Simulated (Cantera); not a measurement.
A perfectly stirred reactor is fed with 3.32 % C3H8, 16.6 % O2, 62.5 % N2, 17.6 % H2O, equivalence ratio 1.0, at 8.20 bar; it is adiabatic with a 650 K inlet, and is followed from long to short residence time, starting on the burning branch (τ in s: 0.13, 0.062, 0.03, 0.014, 0.0068, 0.0033, 0.0016, 0.00075, 0.00036, 0.00017, 8.2e-05, 3.9e-05, 1.9e-05).

Model: GRI-Mech 3.0 (53 species, 325 reactions), integrated in Cantera. GRI-Mech 3.0 was tuned for natural gas; its chemistry of propane as a main component is partial and can be far from experiment.

Question: Predict: blow-out, bracketed by the residence times tried; x(C3H8) at τ = 0.130 s; x(O2) at τ = 0.130 s; x(H2O) at τ = 0.130 s; x(CH2CO) at τ = 0.130 s; x(NO) at τ = 0.130 s; x(C3H8) at τ = 1.60 ms; x(O2) at τ = 1.60 ms; x(H2O) at τ = 1.60 ms; x(CH2CO) at τ = 1.60 ms; x(NO) at τ = 1.60 ms.

Answer: 
```json
{
 "blow_out_bracketed_by_the_residence_times_tried": "burning at 39.0 µs, out at 19.0 µs",
 "x(C3H8) at τ = 0.130 s": "3.08e-8",
 "x(O2) at τ = 0.130 s": "0.00285",
 "x(H2O) at τ = 0.130 s": "0.294",
 "x(CH2CO) at τ = 0.130 s": "5.95e-8",
 "x(NO) at τ = 0.130 s": "0.000899",
 "x(C3H8) at τ = 1.60 ms": "2.04e-6",
 "x(O2) at τ = 1.60 ms": "0.00617",
 "x(H2O) at τ = 1.60 ms": "0.290",
 "x(CH2CO) at τ = 1.60 ms": "3.28e-6",
 "x(NO) at τ = 1.60 ms": "0.000177"
}
```
